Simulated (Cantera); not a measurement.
A closed system holds: 1 mol SiH2Cl2, 2.6 mol N2, 3.8 mol H2, equilibrated at 823.15 K and 0.100 bar.

Method: chemical equilibrium by Gibbs-energy minimisation in Cantera with the NASA 1993 tables (ideal gas, pure condensed phases). Candidate condensed phases: NH4Cl, Si, Si3N4; 28 gas species. N2 is the only nitrogen source here; it is nearly inert below about 1500 K, so the nitride shown seldom forms there in practice. Rates play no part.

Base state: H2 0.510, N2 0.256, HCl 0.226, SiCl4 0.00839, NH3 4.39e-5, SiHCl3 2.29e-5 (mole fractions); condensed: Si3N4(s).

**Question.** What changes in the equilibrium state with this change: H2 from 3.8 to 9.7 mol?

**Answer.** 
```csv
species,before,after
H2,0.510,0.714
HCl,0.226,0.143
N2,0.256,0.143
SiCl4,0.00839,0.00101
SiHCl3,2.29e-5,6.10e-6
NH3,4.39e-5,5.42e-5
"Si3N4(s), mol",0.312,0.329
```

**Question.** What changes in the equilibrium state with this change: SiH2Cl2 replaced by SiH4?

**Answer.** 
| species | before | after |
|---|---|---|
| H2 | 0.510 | 0.750 |
| N2 | 0.256 | 0.250 |
| NH3 | 4.39e-5 | 7.73e-5 |
| HCl | 0.226 | 0 |
| SiCl4 | 0.00839 | 0 |
| SiHCl3 | 2.29e-5 | 0 |
| Si3N4(s), mol | 0.312 | 0.333 |
